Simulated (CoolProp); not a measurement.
Isobutane along the isobar 0.884 MPa: density (kg/m³) from the reference equation and from simpler models built on Tc = 134.7 °C, pc = 3.629 MPa, ω = 0.184; each cubic takes its own stable root.

Model: reference Helmholtz-energy equation of state, Bücker 2006, in CoolProp.

| T (°C) | phase | reference | van der Waals | Redlich-Kwong | Soave-Redlich-Kwong |
|---|---|---|---|---|---|
| -75.55 | liquid | 660.7 | 412.6 | 612.1 | 618.3 |
| -58.95 | liquid | 644.3 | 403.4 | 597.0 | 604.7 |
| -42.35 | liquid | 627.4 | 393.7 | 580.6 | 589.9 |
| -25.65 | liquid | 609.9 | 383.2 | 562.9 | 573.6 |
| -9.05 | liquid | 591.9 | 371.9 | 543.9 | 556.0 |
| 7.65 | liquid | 572.8 | 359.5 | 522.9 | 536.3 |
| 24.25 | liquid | 552.7 | 25.42 | 500.0 | 514.6 |
| 40.85 | liquid | 531.0 | 23.33 | 474.3 | 489.9 |
| 57.55 | liquid | 506.6 | 21.61 | 22.62 | 461.1 |
| 74.15 | gas | 21.20 | 20.18 | 20.87 | 21.05 |
| 90.85 | gas | 19.59 | 18.96 | 19.43 | 19.54 |
| 107.45 | gas | 18.30 | 17.90 | 18.23 | 18.29 |
| 124.05 | gas | 17.22 | 16.96 | 17.20 | 17.22 |
| 140.75 | gas | 16.29 | 16.13 | 16.30 | 16.29 |
| 157.35 | gas | 15.48 | 15.38 | 15.50 | 15.48 |

At some of these states van der Waals, Redlich-Kwong gives the other phase, because its saturation line lies elsewhere.
